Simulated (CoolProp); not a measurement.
Vapour pressure (kPa) of decamethylcyclopentasiloxane (D5): the reference equation beside estimates from Tc = 618.3 K, pc = 1078 kPa, ω = 0.631. Clausius-Clapeyron is anchored at 319.2 K with a constant enthalpy of vaporisation of 61.71 kJ/mol.

Values from CoolProp's reference Helmholtz-energy equation of state, Thol 2019.

```tsv
T (K)	reference	Clausius-Clapeyron	van der Waals	Peng-Robinson
315.5	0.07894	___	34.32	0.1290
319.2	0.1038	0.1038	37.08	0.1644
323	0.1363	0.1365	40.06	0.2093
326.8	0.1775	0.1783	43.21	0.2647
330.6	0.2292	___	46.54	0.3326
334.3	___	0.2967	49.94	0.4129
338.1	0.3711	0.3808	53.61	0.5125
341.9	0.4686	0.4860	57.47	0.6324
345.7	0.5875	0.6170	61.52	0.7759
349.4	0.7274	0.7745	65.65	___
```

### Question
Some entries are withheld; supply them.

### Answer

- 315.5, Clausius-Clapeyron: 0.07904
- 330.6, Clausius-Clapeyron: 0.2314
- 334.3, reference: 0.2918
- 349.4, Peng-Robinson: 0.9420

Absolute difference from the reference over all 10 rows, mean and median: Clausius-Clapeyron 2.1 and 1.3 %, van der Waals 21556.0 and 18609.9 %, Peng-Robinson 44.6 and 43.3 %.
